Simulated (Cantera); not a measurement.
V₂O₅ + H₂ + H₂O (hydrogen reduction and annealing atmospheres)

Feed: 1 mol V₂O₅, 9 mol H₂, 3.1 mol H₂O, at 1377 °C and 1 atm.

These are equilibrium values from Cantera (NASA tables, ideal gas, pure condensed phases), not measurements of a reactor. Candidate condensed phases: H₂O, V, VO, V₂O₃, V₂O₄, V₂O₅; 12 gas species. Condensed phases not in the tables: the oxides between V₂O₃ and V₂O₅ other than VO₂. Kinetics and transport are ignored.

```json
{
 "x(H₂)": "0.578",
 "x(H₂O)": "0.421",
 "x(H)": "6.86e-5",
 "x(OH)": "2.26e-6",
 "n(V₂O₃(s))": "1.000 mol",
 "gas_amount": "12.10 mol",
 "log10 activity of V(s) (absent)": "-5.22",
 "log10 activity of V₂O₅(l) (absent)": "-6.81"
}
```
